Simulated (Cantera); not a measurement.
## Thermodynamics of silicon etching in halogen gases, feed Si + NF3 + N2

Charge: 1 mol Si, 5.4 mol NF3, 0.84 mol N2, equilibrated at 10.0 mbar.

Equilibrium computed with Cantera from the NASA thermochemical tables; the gas is ideal and each condensed phase is pure. Candidate condensed phases: Si, Si3N4; 16 gas species. Kinetics and transport are ignored.

```json
[
 {"T (°C)": "275", "x F": "2.68e-5", "x NF3": "0.610", "x F2": "0.00793", "x N2": "0.231", "x SiF4": "0.151", "x NF2": "5.25e-10"},
 {"T (°C)": "375", "x F": "0.00168", "x NF3": "0.479", "x F2": "0.128", "x N2": "0.252", "x SiF4": "0.139", "x NF2": "2.81e-8"},
 {"T (°C)": "475", "x F": "0.0234", "x NF3": "0.127", "x F2": "0.437", "x N2": "0.308", "x SiF4": "0.105", "x NF2": "2.46e-7"},
 {"T (°C)": "575", "x F": "0.115", "x NF3": "0.0121", "x F2": "0.472", "x N2": "0.312", "x SiF4": "0.0897", "x NF2": "5.12e-7"},
 {"T (°C)": "675", "x F": "0.322", "x NF3": "0.000911", "x F2": "0.319", "x N2": "0.279", "x SiF4": "0.0789", "x NF2": "5.48e-7"},
 {"T (°C)": "775", "x F": "0.561", "x NF3": "4.69e-5", "x F2": "0.132", "x N2": "0.239", "x SiF4": "0.0676", "x NF2": "3.19e-7"},
 {"T (°C)": "875", "x F": "0.681", "x NF3": "1.87e-6", "x F2": "0.0372", "x N2": "0.219", "x SiF4": "0.0620", "x NF2": "1.22e-7"},
 {"T (°C)": "975", "x F": "0.716", "x NF3": "9.11e-8", "x F2": "0.0102", "x N2": "0.214", "x SiF4": "0.0603", "x NF2": "4.43e-8"},
 {"T (°C)": "1075", "x F": "0.725", "x NF3": "6.41e-9", "x F2": "0.00319", "x N2": "0.212", "x SiF4": "0.0599", "x NF2": "1.77e-8"},
 {"T (°C)": "1175", "x F": "0.727", "x NF3": "6.40e-10", "x F2": "0.00115", "x N2": "0.212", "x SiF4": "0.0598", "x NF2": "7.94e-9"}
]
```
x: gas mole fraction; nothing condenses.

From 275 °C to 1175 °C nothing is condensed. The main Si-bearing gas is SiF4 throughout.
